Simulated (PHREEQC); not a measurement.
1 kg of water holding 17 mmol/kgw KHCO3, 7.7 mmol/kgw K2CO3 and 4.3 mmol/kgw KCl is evaporated at 40 °C; the solids stay in contact with the brine. CO2 is held at log p = -3.4 (atm). Solids allowed: Kalicinite, Sylvite. Others were left out.

Base run: PHREEQC, Pitzer model, pitzer.dat. Each further column changes one thing. The table gives ionic strength.

| H2O removed (mol) | base | temperature from 40 to 5 °C | temperature from 40 to 25 °C |
|---|---|---|---|
| 0 | 0.0432 | 0.0400 | 0.0419 |
| 18.01 | 0.0659 | 0.0608 | 0.0639 |
| 30.18 | 0.100 | 0.0925 | 0.0973 |
| 41.44 | 0.187 | 0.174 | 0.182 |
| 46.01 | 0.282 | 0.265 | 0.276 |
| 49.09 | 0.425 | 0.402 | 0.417 |
| 51.94 | 0.779 | 0.747 | 0.769 |
| 53.1 | 1.16 | 1.12 | 1.15 |
| 53.88 | 1.73 | 1.68 | 1.72 |
| 54.41 | 2.58 | 2.51 | 2.56 |
| 54.76 | 3.82 | 3.74 | 3.79 |
| 55.09 | 6.85 | 6.72 | 6.81 |
| 55.23 | 10.1 | 9.87 | 10.00 |

Constants without temperature data keep their 25 °C values here.
